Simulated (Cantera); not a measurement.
Source: NASA polynomial tables (part measured, part estimated), evaluated in Cantera. Values are per mole of reaction as written; species without (g) are pure solids or liquids, kept so even where they would boil at 1 bar.

2 NiS = Ni + NiS₂, with ΔH° = 44.4 kJ and ΔS° = -4.1 J/K at 300 K.

Question: How far is the shortcut ΔG° ≈ ΔH°(300 K) − T·ΔS°(300 K) from the full temperature-dependent value at 625, 725, 825, 925, 1025, 1125, 1225 K?

Answer: 
```
T (K)  shortcut (kJ)  full (kJ)  difference (kJ)  difference in log10 K
-----  -------------  ---------  ---------------  ---------------------
625             46.9       46.8              0.1                  -0.01
725             47.3       48.6             -1.3                   0.09
825             47.8       50.9             -3.2                   0.20
925             48.2       53.3             -5.1                   0.29
1025            48.6       55.7             -7.1                   0.36
1125            49.0       58.2             -9.2                   0.43
1225            49.4       60.9            -11.5                   0.49
```
The shortcut ignores the heat-capacity change of the reaction.
